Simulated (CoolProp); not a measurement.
Vapour-liquid equilibrium of CH2F2 (R32) (1) + R152A (2) at 252.8 K; x and y are mole fractions of (1).

The numbers come from the multi-fluid Helmholtz-energy mixture model, Tillner-Roth 1997 and Outcalt 1996; pair parameters Bell 2016 in CoolProp.

| x | bubble pressure, mixture model (kPa) | bubble pressure, Raoult's law (kPa) | y, mixture model | y, Raoult's law |
|---|---|---|---|---|
| 0.05 | 133.4 | 133.0 | 0.148 | 0.151 |
| 0.2 | [?] | 175.2 | [?] | 0.457 |
| 0.35 | 218.1 | 217.4 | [?] | 0.645 |
| 0.5 | 259.7 | 259.7 | 0.753 | 0.771 |
| 0.65 | [?] | 301.9 | 0.847 | 0.862 |
| 0.8 | [?] | 344.1 | [?] | 0.931 |
| 0.95 | [?] | 386.3 | [?] | 0.985 |

### Question
Fill in the missing entries.

### Answer

- 0.2, bubble pressure, mixture model (kPa): 176.1
- 0.2, y, mixture model: 0.445
- 0.35, y, mixture model: 0.628
- 0.65, bubble pressure, mixture model (kPa): 301.3
- 0.8, bubble pressure, mixture model (kPa): 343.3
- 0.8, y, mixture model: 0.921
- 0.95, bubble pressure, mixture model (kPa): 386.0
- 0.95, y, mixture model: 0.982

The largest gap from Raoult's law is +0.5 % in bubble pressure, at x = 0.2. No azeotrope shows between x = 0.05 and 0.95.

The pair parameters rest on a limited set of measurements; away from them the model extrapolates.
